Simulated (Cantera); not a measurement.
A perfectly stirred reactor is fed with 5.08 % CH4, 5.58 % CO, 18.8 % O2, 70.6 % N2, equivalence ratio 0.69, at 1400000 Pa; it is adiabatic with a 700 K inlet, and is followed from long to short residence time, starting on the burning branch (τ in s: 0.063, 0.022, 0.0077, 0.0027, 0.00094, 0.00033, 0.00012, 4e-05, 1.4e-05).

Model: GRI-Mech 3.0 (53 species, 325 reactions), integrated in Cantera. The pressure lies above the range GRI-Mech 3.0 was tuned for (to about 10 atm).

One state of this run: T (K) = 2198; x CH4 = 1.03e-5; x CO = 0.00146; x O2 = 0.0600; x NO = 0.000300; x NO2 = 9.03e-7; x C2H6 = 1.35e-10; x HCO = 3.54e-8. x: mole fraction; the columns are a selection and need not sum to one.

Question: Which value of τ (s) does it belong to?
A) 4.0e-5
B) 1.4e-5
C) 0.0077
D) 0.0027

Answer: D, 0.0027
